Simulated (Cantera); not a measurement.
# Silicon oxide and oxynitride deposition: SiF₄ + O₂ + H₂ + N₂O

Feed: 1 mol SiF₄, 0.38 mol O₂, a varied amount of H₂, 1.7 mol N₂O, equilibrated at 1073 K and 24.0 Pa.

Equilibrium computed with Cantera from the NASA thermochemical tables; the gas is ideal and each condensed phase is pure. Candidate condensed phases: H₂O, Si, SiO₂, Si₂N₂O, Si₃N₄; 58 gas species. Kinetics and transport are ignored.

```
n(H₂) (mol)    x H₂   x HF    x N₂   x H₂O    x SiF₄      x H   x SiF₃  x SiHF₃  n SiO₂(β-quartz)
-----------  ------  -----  ------  ------  --------  -------  -------  -------  ----------------
2.6          0.0224  0.609   0.272  0.0892   0.00781  1.35e-7  1.32e-8  1.89e-9             0.951
5.1           0.301  0.439   0.194  0.0614   0.00445  4.96e-7  3.83e-8  2.01e-8             0.961
7.6           0.456  0.343   0.151  0.0466   0.00290  6.11e-7  3.92e-8  2.53e-8             0.967
10            0.552  0.284   0.124  0.0378   0.00207  6.72e-7  3.72e-8  2.64e-8             0.972
13            0.632  0.234   0.102  0.0305   0.00146  7.19e-7  3.41e-8  2.59e-8             0.976
15            0.671  0.209  0.0910  0.0270   0.00119  7.41e-7  3.21e-8  2.51e-8             0.978
17            0.703  0.189  0.0822  0.0242  0.000993  7.58e-7  3.02e-8  2.42e-8             0.979
20            0.741  0.166  0.0718  0.0210  0.000777  7.78e-7  2.78e-8  2.28e-8             0.982
22            0.761  0.153  0.0662  0.0193  0.000670  7.89e-7  2.63e-8  2.19e-8             0.983
```
x: gas mole fraction; n: condensed amount in mol.

From 2.6 mol H₂ to 22 mol H₂ the condensed part is SiO₂(β-quartz). The main Si-bearing gas is SiF₄ throughout. The share of Si in condensed phases is highest at 22 mol H₂ (98.3 %) and lowest at 2.6 mol H₂ (95.1 %).
